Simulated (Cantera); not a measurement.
Mixture: 7.77 % CH4, 8.55 % H2, 11.0 % O2, 72.6 % N2, at 0.420 bar, adiabatic and at constant pressure. Ignition delay is the time to a rise of 400 K.

Detailed kinetics in Cantera: GRI-Mech 3.0 (53 species, 325 reactions). Below about 1000 K GRI-Mech 3.0 lacks low-temperature oxidation paths. Below about 950 K walls govern HO2 and H2O2 in real vessels.

Q: Predict: delay at 875 K; delay at 1075 K; delay at 1275 K; delay at 1475 K; delay at 1675 K; apparent activation energy between 1475 and 1675 K.

A: 
- delay at 875 K = 0.280 s
- delay at 1075 K = 13.3 ms
- delay at 1275 K = 2.13 ms
- delay at 1475 K = 0.553 ms
- delay at 1675 K = 0.207 ms
- apparent activation energy between 1475 and 1675 K = 100 kJ/mol
